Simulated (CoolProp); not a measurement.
Properties of toluene along the isotherm 293.25 °C.

Model: reference Helmholtz-energy equation of state, Lemmon 2006, in CoolProp. It is a short technical equation, of lower accuracy than the large ones.

| p (kPa) | phase | cv (kJ/(kg K)) | fugacity coefficient |
|---|---|---|---|
| 1470 | gas | 2.005 | 0.8520 |
| 4420 | liquid | 2.084 | 0.5000 |
| 5890 | liquid | 2.076 | 0.3958 |
| 7370 | liquid | 2.071 | 0.3332 |
| 8840 | liquid | 2.067 | 0.2921 |
| 10300 | liquid | 2.065 | 0.2634 |
| 11800 | liquid | 2.063 | 0.2416 |
| 13300 | liquid | 2.062 | 0.2252 |
| 14700 | liquid | 2.061 | 0.2132 |
| 16200 | liquid | 2.061 | 0.2029 |
| 17700 | liquid | 2.060 | 0.1948 |
| 19200 | liquid | 2.060 | 0.1882 |
| 20600 | liquid | 2.059 | 0.1832 |
